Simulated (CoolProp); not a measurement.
A Linde-Hampson liquefier for ethylene: isothermal reversible compression at 320 K from 1 atm to 25 MPa, throttling to 1 atm, return gas leaving the recuperator 2 K below the feed. Each further row changes one setting.

The numbers come from the reference Helmholtz-energy equation of state, Smukala 2000 in CoolProp.

```tsv
case	liquid yield per pass	compression work (kJ/kg of gas)
as stated	0.423	432
high pressure 50 MPa	[?]	491
warm-end temperature 350 K	0.346	[?]
warm-end gap 7 K	[?]	432
```

Question: Some entries are withheld; supply them.

Answer: 
- high pressure 50 MPa, liquid yield per pass: 0.418
- warm-end temperature 350 K, compression work (kJ/kg of gas): 498
- warm-end gap 7 K, liquid yield per pass: 0.416
